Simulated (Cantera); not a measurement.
A closed system holds: 1 mol Al₂O₃, 51 mol H₂, 1.2 mol N₂, at 3.40 mbar.

These are equilibrium values from Cantera (NASA tables, ideal gas, pure condensed phases), not measurements of a reactor. Candidate condensed phases: Al, AlN, Al₂O₃, H₂O; 35 gas species. Kinetics and transport are ignored. All values below are at 1300 °C.

Base state: H₂ 0.976, N₂ 0.0230, H 0.000689 (mole fractions); condensed: Al₂O₃(s).

Question: What changes in the equilibrium state with this change: 0.22 mol Cl₂ added?

Answer: 
```tsv
species	before	after
H₂	0.976	0.968
N₂	0.0230	0.0229
HCl	0	0.00832
AlCl	0	6.67e-5
H₂O	5.33e-6	0.000102
H	0.000689	0.000686
Al₂O₃(s), mol	1.000	0.998
```
Further candidate phases: AlCl₃, NH₄Cl.
